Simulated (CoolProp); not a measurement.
Computed with CoolProp (reference Helmholtz-energy equation of state, Thol 2019).

Problem. For n-pentane, give the phase and the Z, isothermal compressibility (1/MPa), viscosity (µPa s) at 519.7 K and 3.51 MPa; 519.7 K and 4.91 MPa; 519.7 K and 5.61 MPa.

Solution. 
- 519.7 K and 3.51 MPa: supercritical; Z 0.701, isothermal compressibility 0.435, viscosity 10.6
- 519.7 K and 4.91 MPa: supercritical; Z 0.539, isothermal compressibility 0.425, viscosity 11.6
- 519.7 K and 5.61 MPa: supercritical; Z 0.465, isothermal compressibility 0.365, viscosity 13.1

Viscosity comes from a separate model (Quiñones-Cisneros 2006), older than the equation that it now runs on, and unchecked against measurements.
